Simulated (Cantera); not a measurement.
A Cantera script and its output.

```python
import numpy as np
import cantera as ct

gas = ct.Solution("gri30.yaml")


def delay(T, t_max=10):
    gas.TPX = T, 2000000, {'CO': 1, 'H2': 0.51, 'O2': 1.2, 'N2': 4.51}
    reactor = ct.IdealGasConstPressureReactor(gas, clone=False)
    net = ct.ReactorNet([reactor])
    net.rtol, net.atol = 1e-8, 1e-16
    while net.time < t_max:
        t_old, T_old = net.time, reactor.T
        net.step()
        if reactor.T > T + 400:  # ignition: a rise of 400 K
            return t_old + (T + 400 - T_old) / (reactor.T - T_old) * (net.time - t_old)
    return np.nan


taus = []
for T in [925, 1025, 1125, 1225, 1325, 1425, 1525, 1625, 1725]:
    taus.append(delay(T))
    print(f"T0 = {T:6g} K   tau = {taus[-1]:.4e} s")
```

Output:

```
T0 =    925 K   tau = 2.8918e-02 s
T0 =   1025 K   tau = 2.5872e-03 s
T0 =   1125 K   tau = 3.1807e-04 s
T0 =   1225 K   tau = 4.4332e-05 s
T0 =   1325 K   tau = 6.9200e-06 s
T0 =   1425 K   tau = 2.4120e-06 s
T0 =   1525 K   tau = 1.3966e-06 s
T0 =   1625 K   tau = 9.9761e-07 s
T0 =   1725 K   tau = 8.0080e-07 s
```

Model: GRI-Mech 3.0 (53 species, 325 reactions), integrated in Cantera. The hydrogen kinetics of GRI-Mech 3.0 are dated; newer H2 mechanisms differ, most at raised pressure. The pressure lies above the range GRI-Mech 3.0 was tuned for (to about 10 atm). Below about 950 K walls govern HO2 and H2O2 in real vessels. Where the delays flatten at high temperature, the 400 K rule measures the pace of heat release, not the induction time.
